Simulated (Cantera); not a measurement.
Pb + H2S + N2 (metals in furnace atmospheres)

Charge: 1 mol Pb, a varied amount of H2S, 1.4 mol N2, held at 1848 K and 100 Pa.

Equilibrium computed with Cantera from the NASA thermochemical tables; the gas is ideal and each condensed phase is pure. Candidate condensed phases: Pb, PbS, S; 18 gas species. Kinetics and transport are ignored.

```tsv
n(H2S) (mol)	x N2	x Pb	x H2	x S2	x PbS	x S	x H	x SH
0.0014	0.583	0.416	0.000412	1.52e-6	0.000536	4.22e-5	0.000340	1.24e-6
0.0027	0.582	0.415	0.000874	5.60e-6	0.00103	8.11e-5	0.000496	3.47e-6
0.0051	0.582	0.414	0.00176	1.96e-5	0.00192	0.000152	0.000704	9.23e-6
0.0095	0.581	0.411	0.00344	6.63e-5	0.00350	0.000279	0.000983	2.37e-5
0.018	0.578	0.407	0.00671	0.000226	0.00640	0.000515	0.00137	6.11e-5
0.034	0.574	0.398	0.0129	0.000741	0.0114	0.000933	0.00190	0.000153
0.064	0.565	0.384	0.0243	0.00228	0.0192	0.00164	0.00261	0.000370
0.12	0.549	0.362	0.0448	0.00646	0.0304	0.00275	0.00355	0.000844
0.23	0.519	0.326	0.0816	0.0170	0.0446	0.00447	0.00479	0.00185
0.43	0.470	0.279	0.139	0.0382	0.0570	0.00669	0.00624	0.00361
0.81	0.396	0.220	0.221	0.0745	0.0629	0.00935	0.00787	0.00636
```
x: gas mole fraction; nothing condenses.

From 0.0014 mol H2S to 0.81 mol H2S nothing is condensed. The main Pb-bearing gas is Pb throughout.
